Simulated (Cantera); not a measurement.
Mixture: 31.3 % CO, 2.22 % H2, 14.0 % O2, 52.5 % N2, at 550000 Pa, adiabatic and at constant pressure. Ignition delay is the time to a rise of 400 K.

Computed with Cantera and GRI-Mech 3.0 (53 species, 325 reactions). The hydrogen kinetics of GRI-Mech 3.0 are dated; newer H2 mechanisms differ, most at raised pressure. Where the delays flatten at high temperature, the 400 K rule measures the pace of heat release, not the induction time.

Predict: delay at 1100 K; delay at 1200 K; delay at 1300 K; delay at 1400 K; delay at 1500 K.


- delay at 1100 K = 0.237 ms
- delay at 1200 K = 41.2 µs
- delay at 1300 K = 18.9 µs
- delay at 1400 K = 12.3 µs
- delay at 1500 K = 9.37 µs
